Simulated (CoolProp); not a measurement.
Vapour-liquid equilibrium of hydrogen chloride (1) + propane (2) at 23.85 °C; x and y are mole fractions of (1).

Model: multi-fluid Helmholtz-energy mixture model, Thol 2018 and Lemmon 2009; pair parameters Bell 2016, in CoolProp.

**Question.** Give the bubble pressure and the first vapour's composition at x = 0.05, 0.35, 0.95. Is there an azeotrope?

**Answer.** x = 0.05: 1.203 MPa, y = 0.226; x = 0.35: 2.598 MPa, y = 0.665; x = 0.95: 4.485 MPa, y = 0.966. No azeotrope shows between x = 0.05 and 0.95.

The pair parameters rest on a limited set of measurements; away from them the model extrapolates.
